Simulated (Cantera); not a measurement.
What does this Cantera script print?

```python
import numpy as np
import cantera as ct

gas_names = """
    C CH CH2 CH3 CH2OH CH3O CH4 CH3OH CO CO2 COOH C2 C2H CHCO,ketyl C2H2,acetylene C2H2,vinylidene
    CH2CO,ketene C2H3,vinyl CH3CO,acetyl C2H4 C2H4O,ethylen CH3CHO,ethanal CH3COOH (HCOOH)2 C2H5 C2H6
    CH3OCH3 C2H5OH C2O C3 C3H3,propargyl C3H4,allene C3H4,propyne C3H4,cyclo- C3H5,allyl C3H6,propylene
    C3H6,cyclo- C3H6O C3H7,n-propyl C3H7,i-propyl C3H8 C3H8O,1propanol C3H8O,2propanol C3O2 C4 C4H2
    C4H4,1,3-cyclo- C4H6,butadiene C4H6,2-butyne C4H6,cyclo- C4H8,1-butene C4H8,cis2-buten
    C4H8,tr2-butene C4H8,isobutene C4H8,cyclo- (CH3COOH)2 C4H9,n-butyl C4H9,i-butyl C4H9,s-butyl
    C4H9,t-butyl C4H10,isobutane C4H10,n-butane C5 C5H6,1,3cyclo- C5H8,cyclo- C5H10,1-pentene
    C5H10,cyclo- C5H11,pentyl C5H11,t-pentyl C5H12,n-pentane C5H12,i-pentane CH3C(CH3)2CH3 C6H2
    C6H5,phenyl C6H5O,phenoxy C6H6 C6H5OH,phenol C6H10,cyclo- C6H12,1-hexene C6H12,cyclo- C6H13,n-hexyl
    C7H7,benzyl C7H8 C7H8O,cresol C7H14,1-heptene C7H15,n-heptyl C7H16,n-heptane C8H8,styrene
    C8H10,ethylbenz C8H16,1-octene C8H17,n-octyl C8H18,isooctane C8H18,n-octane C9H19,n-nonyl
    C10H8,naphthale C10H21,n-decyl C12H9,o-bipheny C12H10,bipheny H HCO HO2 H2 HCHO,formaldehy HCOOH H2O
    H2O2 Mg MgH MgO MgOH MgO2H2 Mg2 O OH O2 O3
""".split()
cond_names = """
    C(gr) C6H6(L) C7H8(L) C8H18(L),n-octa H2O(s) H2O(L) Mg(cr) Mg(L) MgCO3(s) MgO(s) MgO(L) MgO2H2(s)
""".split()


def load(file, names, dense=False):
    # The tables refer to 1 bar. Condensed volumes are neglected.
    table = {s.name: s for s in ct.Species.list_from_file(file)}
    out = []
    for n in names:
        d = dict(table[n].input_data)
        d["thermo"] = dict(d["thermo"], **{"reference-pressure": 1e5})
        if dense:
            d["equation-of-state"] = {"model": "constant-volume", "density": "1e6 g/cm^3"}
        out.append(ct.Species.from_dict(d))
    return out


gas = ct.Solution(thermo="ideal-gas", species=load("nasa_gas.yaml", gas_names))
cond = {s.name: ct.Solution(thermo="fixed-stoichiometry", species=[s], name=s.name)
        for s in load("nasa_condensed.yaml", cond_names, dense=True)}
atoms = {
    'Mg(OH)2': {'Mg': 1, 'O': 2, 'H': 2},
    'H2': {'H': 2},
    'CO2': {'C': 1, 'O': 2},
}
top_T = {'C(gr)': 4500}  # K; cautious upper limits of use, not melting points


def equilibrate(T, P, feed):
    n = {}
    for name, mol in feed.items():
        for a, k in atoms[name].items():
            n[a] = n.get(a, 0.0) + k * mol
    gas.TPX = T, P, n
    mass = sum(n.values()) * gas.mean_molecular_weight
    gas.equilibrate("TP")
    valid = [c for c in cond.values() if c.min_temp <= T <= top_T.get(c.name, c.max_temp)]
    mix = ct.Mixture([(gas, mass / gas.mean_molecular_weight)] + [(c, 0.0) for c in valid])
    mix.T, mix.P = T, P
    mix.equilibrate("TP", solver="vcs", rtol=1e-11, max_steps=5000)
    return mix


results = []
feed = {'Mg(OH)2': 1, 'H2': 1.9, 'CO2': 1.4}  # mol
P = 750  # Pa
for T in [1550, 1650, 1750, 1850, 1950, 2050, 2150]:
    mix = equilibrate(T, P, feed)
    results.append((T, P, feed, dict(zip(mix.species_names, mix.species_moles))))

top = {s: max(r[3][s] / sum(r[3][g] for g in gas_names) for r in results) for s in gas_names}
cols = sorted((s for s in top if top[s] > 0.0001), key=lambda s: -top[s])[:6]
seen = [c for c in cond_names if any(r[3].get(c, 0) > 1e-12 for r in results)]
print("log10 of partial pressures in bar; condensed amounts in mol")
print(f"{'T/K':>10s}" + "".join(f"{s[:9]:>10s}" for s in cols + seen))
for T, P, feed, n in results:
    ng = sum(n[g] for g in gas_names)
    print(f"{T:10.4g}" + "".join(f"{np.log10(max(n[s] / ng * P / 1e5, 1e-99)):10.3f}" for s in cols)
          + "".join(f"{n.get(c, 0):10.4g}" for c in seen))
```

It prints:

```
log10 of partial pressures in bar; condensed amounts in mol
       T/K       H2O        H2        CO       CO2         H        Mg    MgO(s)
      1550    -2.490    -2.740    -2.826    -3.023    -5.872    -8.705         1
      1650    -2.483    -2.753    -2.811    -3.048    -5.418    -7.740         1
      1750    -2.477    -2.765    -2.799    -3.070    -5.016    -6.888    0.9999
      1850    -2.473    -2.776    -2.789    -3.090    -4.657    -6.131    0.9995
      1950    -2.471    -2.789    -2.782    -3.108    -4.335    -5.454    0.9978
      2050    -2.471    -2.804    -2.778    -3.123    -4.046    -4.849    0.9912
      2150    -2.474    -2.828    -2.781    -3.136    -3.789    -4.307    0.9694
```

Equilibrium computed with Cantera from the NASA thermochemical tables; the gas is ideal and each condensed phase is pure.
